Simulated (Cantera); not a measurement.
A perfectly stirred reactor is fed with NH3 : H2 = 1 : 0.44 (molar parts), at 43000 Pa; it is held at 2175 K, and followed from long to short residence time.

Model: the gas-phase N/H chemistry of the illustrative SiF4/NH3 mechanism in the Surface Chemkin manual (1991), integrated in Cantera. Walls and surfaces, which speed up NH3 decomposition in real reactors, are not modelled.

x: mole fraction; the columns are a selection and need not sum to one.

```
τ (s)      x NH3   x H2      x N   x N2H2    x N2       x H
------  --------  -----  -------  -------  ------  --------
22      0.000547  0.789  1.53e-6  1.69e-9   0.204   0.00649
9.0     0.000909  0.789  2.28e-6  4.25e-9   0.204   0.00626
3.7            ?  0.789        ?        ?   0.204         ?
1.5            ?  0.788  3.80e-6        ?   0.203         ?
0.62      0.0101  0.785  3.64e-6  9.00e-8   0.202   0.00328
0.26      0.0271  0.774  3.33e-6  2.43e-7   0.197   0.00227
0.10      0.0701  0.744  3.16e-6  6.67e-7   0.184   0.00158
0.043      0.145  0.691  3.04e-6  1.50e-6   0.162   0.00115
0.018      0.268  0.605  2.86e-6  3.09e-6   0.125  0.000823
0.0072     0.424  0.495  2.63e-6  5.50e-6  0.0790  0.000581
0.0030     0.549  0.407  2.40e-6  7.73e-6  0.0421  0.000441
```

Q: Some entries are withheld; supply them.

A: 
- 3.7, x NH3: 0.00165
- 3.7, x N: 3.18e-6
- 3.7, x N2H2: 1.10e-8
- 3.7, x H: 0.00575
- 1.5, x NH3: 0.00366
- 1.5, x N2H2: 3.10e-8
- 1.5, x H: 0.00468
